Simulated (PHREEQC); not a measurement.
A solution holds 0.021 mol NaH2PO4, 0.077 mol NaF and 0.00012 mol KCl per kg of water, at 83 °C. Closed to the air; pH follows from the charge balance.

All values are PHREEQC results (ion-association model, wateq4f.dat), not measurements.

Each row changes one thing in this solution. Precipitation was switched off in this run.

| case | pH | ionic strength (mol/kgw) | NaF (mol/kgw) | HF (mol/kgw) | HF2- (mol/kgw) | H2F2 (mol/kgw) |
|---|---|---|---|---|---|---|
| as made | 5.47 | 0.0969 | 0.00222 | 0.000854 | 0.000272 | 1.95e-7 |
| KCl left out | 5.47 | [?] | 0.00223 | 0.000854 | 0.000272 | 1.95e-7 |
| 0.1 mol/kgw Na2HAsO4 added | 7.27 | 0.390 | 0.00471 | 1.05e-5 | 3.53e-6 | 3.17e-11 |
| temperature from 83 to 35 °C | 5.33 | 0.0963 | 0.00236 | 0.000469 | 0.000145 | [?] |
| NaH2PO4 left out | 7.49 | 0.0752 | [?] | 8.54e-6 | 2.77e-6 | 1.94e-11 |

Complete the blanks.


- KCl left out, ionic strength (mol/kgw): 0.0968
- temperature from 83 to 35 °C, H2F2 (mol/kgw): 4.06e-7
- NaH2PO4 left out, NaF (mol/kgw): 0.00188

Complexes and solids missing from the database can't appear. H3PO4, which wateq4f.dat lacks, is added to it with the constant of phreeqc.dat. At this temperature some constants are extrapolated from 25 °C, and those without enthalpy data are left unchanged.
